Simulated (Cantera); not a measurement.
An isothermal, constant-pressure homogeneous reactor starts with NH3 : H2 = 1 : 1.2 (molar parts), at 2348 K and 12.8 Torr.

Detailed kinetics in Cantera: the gas-phase N/H chemistry of the illustrative SiF4/NH3 mechanism in the Surface Chemkin manual (1991). Walls and surfaces, which speed up NH3 decomposition in real reactors, are not modelled.

x: mole fraction; the columns are a selection and need not sum to one.

```tsv
t (s)	x NH3	x H2	x N2	x N2H4	x N
0.000100	0.454	0.545	2.97e-8	6.31e-11	6.52e-9
0.000251	0.454	0.545	1.59e-6	3.95e-10	1.28e-7
0.000631	0.452	0.546	6.65e-5	2.24e-9	1.74e-6
0.00158	0.446	0.548	0.00133	6.82e-9	8.72e-6
0.00398	0.429	0.559	0.00721	7.44e-9	1.07e-5
0.0100	0.388	0.586	0.0212	6.47e-9	1.10e-5
0.0251	(withheld)	(withheld)	(withheld)	(withheld)	1.13e-5
0.0631	(withheld)	(withheld)	(withheld)	(withheld)	1.18e-5
0.158	0.0525	0.805	0.138	4.10e-10	1.22e-5
0.398	0.00143	0.831	0.155	3.50e-12	1.37e-5
1.00	1.83e-6	0.794	0.152	<1e-12	1.60e-6
```

### Question
Complete the blanks.

### Answer

- 0.0251, x NH3: 0.306
- 0.0251, x H2: 0.640
- 0.0251, x N2: 0.0497
- 0.0251, x N2H4: 4.63e-9
- 0.0631, x NH3: 0.178
- 0.0631, x H2: 0.724
- 0.0631, x N2: 0.0942
- 0.0631, x N2H4: 2.17e-9
